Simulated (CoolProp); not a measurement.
The fluid at 298.15 K and 0.501 MPa expands adiabatically to 0.0685 MPa with isentropic efficiency 0.85. The same conditions are run with several fluids, on thermodynamics alone (safety and materials aside).

Values from CoolProp's reference Helmholtz-energy equation of state of each fluid (R143a: Lemmon and Jacobsen 2000; R22: Kamei 1995; propylene: Lemmon 2013; ethylene: Smukala 2000; R410A: Lemmon 2003). Blends and air are pseudo-pure fits.

### Question
Rank R143a, R22, propylene, ethylene, R410A by work (kJ/kg), highest first.

### Answer
ethylene (119), propylene (82.4), R410A (47.2), R143a (41.9), R22 (39.3)

| fluid | final temperature (K) | final phase | final density (kg/m³) |
|---|---|---|---|
| R143a | 242.0 | gas | 2.94 |
| R22 | 224.3 | two-phase, vapour fraction 1.000 | 3.27 |
| propylene | 232.2 | gas | 1.53 |
| ethylene | 208.4 | gas | 1.12 |
| R410A | 227.8 | gas | 2.70 |
